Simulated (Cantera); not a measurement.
An adiabatic, constant-volume homogeneous reactor starts with CH₄ : H₂ : O₂ : N₂ = 1 : 0.39 : 3.09 : 11.6 (molar parts), equivalence ratio 0.71, at 950 K and 0.500 bar. Integrator tolerance rtol = 1e-08.

Cantera simulation using GRI-Mech 3.0 (53 species, 325 reactions); the numbers are that mechanism's predictions, not measurements. Below about 1000 K GRI-Mech 3.0 lacks low-temperature oxidation paths.

```
quantity                                                            before                                    after
---------------------------------  ---------------------------------------  ---------------------------------------
time of steepest temperature rise                                  65.6 ms                                  0.122 s
temperature at 2.00 s                                               2539 K                                   2514 K
equilibrium temperature                                             2539 K                                   2514 K
x(CH₄) at 2.00 s                     <1e-12 (gas-phase equilibrium <1e-12)    <1e-12 (gas-phase equilibrium <1e-12)
x(H₂) at 2.00 s                    0.00377 (gas-phase equilibrium 0.00377)  0.00310 (gas-phase equilibrium 0.00310)
x(O₂) at 2.00 s                      0.0518 (gas-phase equilibrium 0.0518)    0.0556 (gas-phase equilibrium 0.0556)
x(CO) at 2.00 s                    0.00915 (gas-phase equilibrium 0.00915)  0.00800 (gas-phase equilibrium 0.00800)
x(C₂H₂) at 2.00 s                    <1e-12 (gas-phase equilibrium <1e-12)    <1e-12 (gas-phase equilibrium <1e-12)
```

### Question
What was changed between the two runs?
A. H2 0.39 to 0.26 parts
B. pressure from 0.500 bar to 0.420 bar
C. pressure from 0.500 bar to 0.540 bar
D. pressure from 0.500 bar to 3.40 bar

### Answer
A, H2 0.39 to 0.26 parts
